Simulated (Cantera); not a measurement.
## Ignition delay

Mixture: 4.84 % CH4, 1.36 % C2H6, 18.3 % O2, 68.8 % N2, 6.78 % CO2, at 3.16 atm, adiabatic and at constant volume. Ignition delay is the time to a rise of 400 K.

Model: GRI-Mech 3.0 (53 species, 325 reactions), integrated in Cantera.

```csv
T0 (K),delay (ms)
1275,0.474
1325,0.263
1375,0.158
1425,0.102
1475,0.0681
1525,0.0470
1575,0.0333
```

| Quantity | Value |
|---|---|
| apparent activation energy between 1475 and 1575 K | 140 kJ/mol |
